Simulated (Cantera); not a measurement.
A closed system holds: 1 mol Al, 16 mol H2O, 1.6 mol CO, held at 1248.15 K and 0.100 bar.

Cantera equilibrium calculation (NASA polynomials, part measured and part estimated; ideal gas, pure solids and liquids). Candidate condensed phases: Al, Al2O3, C, C6H6, C7H8, C8H18, H2O; 121 gas species. Equilibrium is a limit: real reactors are often held back by kinetics, nucleation or transport.

Base state: H2O 0.755, H2 0.154, CO2 0.0690, CO 0.0219 (mole fractions); condensed: Al2O3(s).

Problem. What changes in the equilibrium state with this change: CO from 1.6 to 4.8 mol?

Solution. 
```csv
species,before,after
H2O,0.755,0.554
H2,0.154,0.216
CO2,0.0690,0.144
CO,0.0219,0.0872
"Al2O3(s), mol",0.500,0.500
```
